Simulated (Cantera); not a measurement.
**Hydrocarbon pyrolysis for carbon deposition**

An isothermal, constant-pressure homogeneous reactor starts with C₂H₆ : H₂ : N₂ = 1 : 11 : 0.33 (molar parts), at 1050 K and 1.00 bar.

Cantera simulation using GRI-Mech 3.0 (53 species, 325 reactions); the numbers are that mechanism's predictions, not measurements. GRI-Mech 3.0 stops at C3 and has no aromatics, soot or wall deposition, so with more carbon than oxygen in the feed, carbon stays in small species such as C2H2 where larger ones or solid carbon would form.

```csv
t (s),x C₂H₆,x H₂,x CH₂,x C₂H₄,x C₂H₂,x CH₄
5.00e-5,0.0811,0.892,<1e-12,2.63e-8,<1e-12,5.85e-8
0.000134,0.0811,0.892,<1e-12,2.23e-7,<1e-12,1.70e-7
0.000360,0.0811,0.892,<1e-12,1.70e-6,<1e-12,4.74e-7
0.000965,0.0811,0.892,<1e-12,1.24e-5,4.76e-12,1.38e-6
0.00259,0.0810,0.892,<1e-12,8.61e-5,2.15e-10,5.39e-6
0.00695,0.0805,0.892,<1e-12,0.000494,7.01e-9,3.19e-5
0.0186,0.0790,0.892,<1e-12,0.00188,1.04e-7,0.000139
0.0500,0.0751,0.893,<1e-12,0.00538,9.00e-7,0.000426
0.134,0.0665,0.893,<1e-12,0.0129,6.02e-6,0.00113
0.360,0.0528,0.893,<1e-12,0.0249,3.08e-5,0.00269
0.965,0.0409,0.893,<1e-12,0.0343,0.000105,0.00591
2.59,0.0365,0.889,<1e-12,0.0350,0.000198,0.0131
6.95,0.0322,0.881,<1e-12,0.0312,0.000209,0.0297
18.6,0.0240,0.864,<1e-12,0.0238,0.000162,0.0624
50.0,0.0130,0.840,<1e-12,0.0132,9.24e-5,0.107
```
x: mole fraction; the columns are a selection and need not sum to one.

Equilibrium at this temperature and pressure: C₂H₆ 8.70e-6, H₂ 0.811, CH₂ <1e-12, C₂H₄ 9.08e-6, C₂H₂ 6.39e-8, CH₄ 0.162 (gas phase only).
